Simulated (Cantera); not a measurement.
An adiabatic, constant-volume homogeneous reactor starts with CH₄ : CO : O₂ : N₂ = 1 : 0.46 : 3.78 : 14.2 (molar parts), equivalence ratio 0.59, at 1075 K and 1.01 bar. Integrator tolerance rtol = 1e-08.

Computed with Cantera and GRI-Mech 3.0 (53 species, 325 reactions).

### Question
What does this change do: 0.17 parts C2H6 added?

### Answer
```
quantity                                                            before                                  after
---------------------------------  ---------------------------------------  -------------------------------------
temperature at 0.200 s                                              1083 K                                 2656 K
equilibrium temperature                                             2490 K                                 2656 K
x(CH₄) at 0.200 s                    0.0506 (gas-phase equilibrium <1e-12)  <1e-12 (gas-phase equilibrium <1e-12)
x(CO) at 0.200 s                    0.0237 (gas-phase equilibrium 0.00589)  0.0172 (gas-phase equilibrium 0.0172)
x(O₂) at 0.200 s                      0.194 (gas-phase equilibrium 0.0740)  0.0472 (gas-phase equilibrium 0.0472)
x(CH₂CO) at 0.200 s                 8.10e-8 (gas-phase equilibrium <1e-12)  <1e-12 (gas-phase equilibrium <1e-12)
x(CH₂) at 0.200 s                    <1e-12 (gas-phase equilibrium <1e-12)  <1e-12 (gas-phase equilibrium <1e-12)
x(CO₂) at 0.200 s                  0.000136 (gas-phase equilibrium 0.0695)  0.0737 (gas-phase equilibrium 0.0737)
x(H₂O) at 0.200 s                  0.000700 (gas-phase equilibrium 0.0974)    0.115 (gas-phase equilibrium 0.115)
time of steepest temperature rise                              not reached                                19.8 ms
```
